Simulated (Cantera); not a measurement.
Mixture: 8.74 % CH₄, 1.31 % H₂, 18.9 % O₂, 71.1 % N₂, equivalence ratio 0.96, at 660000 Pa, adiabatic and at constant pressure. Ignition delay is the time to a rise of 400 K.

Model: GRI-Mech 3.0 (53 species, 325 reactions), integrated in Cantera.

Question: Predict: delay at 1300 K; delay at 1350 K; delay at 1400 K; delay at 1450 K; delay at 1500 K; delay at 1550 K; apparent activation energy between 1450 and 1550 K.

Answer: 
```
Property                                                Result
--------------------------------------------------  ----------
delay at 1300 K                                       0.734 ms
delay at 1350 K                                       0.480 ms
delay at 1400 K                                       0.314 ms
delay at 1450 K                                       0.207 ms
delay at 1500 K                                       0.138 ms
delay at 1550 K                                        93.0 µs
apparent activation energy between 1450 and 1550 K  150 kJ/mol
```
